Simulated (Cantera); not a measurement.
Cantera run, input and output.

```python
import numpy as np
import cantera as ct

gas = ct.Solution("gri30.yaml")
gas.TPX = 1075, 25000, {'CH4': 1, 'O2': 2.56, 'N2': 9.64, 'CO2': 0.96}
reactor = ct.IdealGasConstPressureReactor(gas, energy="on", clone=False)
net = ct.ReactorNet([reactor])
net.rtol, net.atol = 1e-08, 1e-16
show = ['CH4', 'O2', 'CO2', 'C2H2', 'CH3', 'CH2O', 'NO2']
times = np.geomspace(2e-06, 3, 10)

steps = ct.SolutionArray(gas, extra=["t"])
rows = []
print(f"{'t/s':>10s}{'T/K':>9s}{'P/Pa':>11s}" + "".join(f"{s:>11s}" for s in show))
for t in times:
    while net.time < t:
        t_next = net.step()
        steps.append(gas.state, t=t_next)
    rows.append([np.interp(t, steps.t, y) for y in (steps.T, steps.P, *steps(*show).X.T)])
    print(f"{t:10.3e}{rows[-1][0]:9.1f}{rows[-1][1]:11.4g}" + "".join(f"{x:11.3e}" for x in rows[-1][2:]))
rate = np.gradient(steps.T, steps.t)
print("integrator steps:", len(steps.t))
if steps.T.max() > steps.T[0] + 200:
    print(f"time of steepest temperature rise: {steps.t[rate.argmax()]:.4e} s")
gas.TPX = 1075, 25000, {'CH4': 1, 'O2': 2.56, 'N2': 9.64, 'CO2': 0.96}
gas.equilibrate("HP")
print(f"equilibrium (HP): T = {gas.T:.1f} K  " + "  ".join(f"{s} {gas[s].X[0]:.3e}" for s in show))
```

Output:

```
       t/s      T/K       P/Pa        CH4         O2        CO2       C2H2        CH3       CH2O        NO2
 2.000e-06   1075.0    2.5e+04  7.062e-02  1.808e-01  6.780e-02  1.035e-33  2.084e-11  2.056e-15  9.942e-38
 9.711e-06   1075.0    2.5e+04  7.062e-02  1.808e-01  6.780e-02  5.611e-31  1.013e-10  4.622e-14  3.159e-35
 4.715e-05   1075.0    2.5e+04  7.062e-02  1.808e-01  6.780e-02  8.686e-28  4.931e-10  1.128e-12  2.442e-32
 2.289e-04   1075.0    2.5e+04  7.062e-02  1.808e-01  6.780e-02  8.752e-25  2.409e-09  2.696e-11  8.836e-30
 1.112e-03   1075.0    2.5e+04  7.062e-02  1.808e-01  6.780e-02  6.128e-22  1.204e-08  6.550e-10  3.786e-27
 5.397e-03   1075.0    2.5e+04  7.062e-02  1.808e-01  6.780e-02  4.573e-19  6.849e-08  1.756e-08  2.021e-24
 2.621e-02   1075.0    2.5e+04  7.062e-02  1.808e-01  6.780e-02  1.378e-15  6.735e-07  7.672e-07  1.335e-21
 1.272e-01   1075.2    2.5e+04  7.059e-02  1.808e-01  6.780e-02  3.490e-12  2.155e-06  2.029e-05  3.422e-19
 6.179e-01   1078.2    2.5e+04  7.004e-02  1.804e-01  6.779e-02  1.907e-09  5.816e-06  2.628e-04  2.145e-16
 3.000e+00   2295.7    2.5e+04  7.636e-19  4.138e-02  1.230e-01  8.264e-23  5.282e-18  3.664e-12  1.589e-06
integrator steps: 2406
time of steepest temperature rise: 1.0413e+00 s
equilibrium (HP): T = 2295.7 K  CH4 1.093e-18  O2 4.138e-02  CO2 1.230e-01  C2H2 9.337e-23  CH3 7.559e-18  CH2O 3.664e-12  NO2 1.589e-06
```

Model: GRI-Mech 3.0 (53 species, 325 reactions), integrated in Cantera.
